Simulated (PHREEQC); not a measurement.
**Buffer**

Make-up at 25 °C: 15 mmol/kgw H3PO4, 42 mmol/kgw KOH and 3.7 mmol/kgw NaCl. Closed to the air; pH follows from the charge balance.

All values are PHREEQC results (ion-association model, phreeqc.dat), not measurements.

Precipitation was switched off in this run.

What pH, density, specific conductance does the model give?

pH 11.66; density 1.000 g/cm³; specific conductance 5440 µS/cm.

In which forms is P present?

HPO4-2 57 %, PO4-3 41 %, KHPO4- 1.9 % of the P.
